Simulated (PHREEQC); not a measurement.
0.3 g of hydrous ferric oxide (600 m²/g; 0.2 weak and 0.005 strong sites per Fe, Dzombak-Morel constants, diffuse double layer) in 1 kg of water with 0.3 mol/kgw of an inert sodium salt, at 25 °C; the pH is set by adding NaOH or the inert anion's acid. O2 is buffered at 0.21 atm. The system is closed to CO2. Nothing may precipitate in this run.

The numbers come from PHREEQC with the ion-association model, wateq4f.dat.

**Question.** Predict surface charge σ (C/m²), surface potential ψ (mV) at pH = 5.12, 7, 7.75, 8.5.

**Answer.** 
```tsv
pH	surface charge σ (C/m²)	surface potential ψ (mV)
5.12	0.255	107
7	0.066	46
7.75	0.020	15
8.5	-0.021	-17
```
